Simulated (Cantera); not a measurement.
Cantera run:

```python
import numpy as np
import cantera as ct

gas_names = """
    H HO2 H2 H2O H2O2 O OH O2 O3 V VO VO2
""".split()
cond_names = """
    H2O(s) H2O(L) V(cr) V(L) VO(s) VO(L) V2O3(s) V2O3(L) V2O4(I) V2O4(II) V2O4(L) V2O5(s) V2O5(L)
""".split()


def load(file, names, dense=False):
    # The tables refer to 1 bar. Condensed volumes are neglected.
    table = {s.name: s for s in ct.Species.list_from_file(file)}
    out = []
    for n in names:
        d = dict(table[n].input_data)
        d["thermo"] = dict(d["thermo"], **{"reference-pressure": 1e5})
        if dense:
            d["equation-of-state"] = {"model": "constant-volume", "density": "1e6 g/cm^3"}
        out.append(ct.Species.from_dict(d))
    return out


gas = ct.Solution(thermo="ideal-gas", species=load("nasa_gas.yaml", gas_names))
cond = {s.name: ct.Solution(thermo="fixed-stoichiometry", species=[s], name=s.name)
        for s in load("nasa_condensed.yaml", cond_names, dense=True)}
atoms = {
    'V2O5': {'V': 2, 'O': 5},
    'H2': {'H': 2},
    'H2O': {'H': 2, 'O': 1},
}
top_T = {}  # K; cautious upper limits of use, not melting points


def equilibrate(T, P, feed):
    n = {}
    for name, mol in feed.items():
        for a, k in atoms[name].items():
            n[a] = n.get(a, 0.0) + k * mol
    gas.TPX = T, P, n
    mass = sum(n.values()) * gas.mean_molecular_weight
    gas.equilibrate("TP")
    valid = [c for c in cond.values() if c.min_temp <= T <= top_T.get(c.name, c.max_temp)]
    mix = ct.Mixture([(gas, mass / gas.mean_molecular_weight)] + [(c, 0.0) for c in valid])
    mix.T, mix.P = T, P
    mix.equilibrate("TP", solver="vcs", rtol=1e-11, max_steps=5000)
    return mix


results = []
feed = {'V2O5': 1, 'H2': 820, 'H2O': 0.29}  # mol
P = 133.322  # Pa
for T in [1323, 1423, 1523, 1623, 1723, 1823, 1923, 2023, 2123, 2223]:
    mix = equilibrate(T, P, feed)
    results.append((T, P, feed, dict(zip(mix.species_names, mix.species_moles))))

top = {s: max(r[3][s] / sum(r[3][g] for g in gas_names) for r in results) for s in gas_names}
cols = sorted((s for s in top if top[s] > 1e-05), key=lambda s: -top[s])[:6]
seen = [c for c in cond_names if any(r[3].get(c, 0) > 1e-12 for r in results)]
print("log10 of partial pressures in bar; condensed amounts in mol")
print(f"{'T/K':>10s}" + "".join(f"{s[:9]:>10s}" for s in cols + seen))
for T, P, feed, n in results:
    ng = sum(n[g] for g in gas_names)
    print(f"{T:10.4g}" + "".join(f"{np.log10(max(n[s] / ng * P / 1e5, 1e-99)):10.3f}" for s in cols)
          + "".join(f"{n.get(c, 0):10.4g}" for c in seen))
```

Result:

```
log10 of partial pressures in bar; condensed amounts in mol
       T/K        H2         H       H2O        VO       VO2         V     VO(s)   V2O3(s)
      1323    -2.876    -7.238    -5.429   -12.949   -11.697   -15.742         0         1
      1423    -2.876    -6.616    -5.429   -11.319   -10.368   -13.709         0         1
      1523    -2.877    -6.075    -5.272    -9.995    -9.148   -12.193     1.999         0
      1623    -2.878    -5.599    -5.273    -8.876    -8.257   -10.767     1.996         0
      1723    -2.879    -5.179    -5.276    -7.894    -7.477    -9.510     1.971         0
      1823    -2.882    -4.804    -5.288    -7.025    -6.795    -8.389      1.84         0
      1923    -2.888    -4.470    -5.328    -6.251    -6.214    -7.363     1.242         0
      2023    -2.900    -4.172    -5.379    -5.767    -5.912    -6.643         0         0
      2123    -2.920    -3.905    -5.363    -5.756    -5.994    -6.489         0         0
      2223    -2.954    -3.670    -5.360    -5.763    -6.082    -6.369         0         0
```

Cantera equilibrium calculation (NASA polynomials, part measured and part estimated; ideal gas, pure solids and liquids). VO: taken at fixed stoichiometry. Condensed phases not in the tables: the oxides between V2O3 and V2O5 other than VO2.
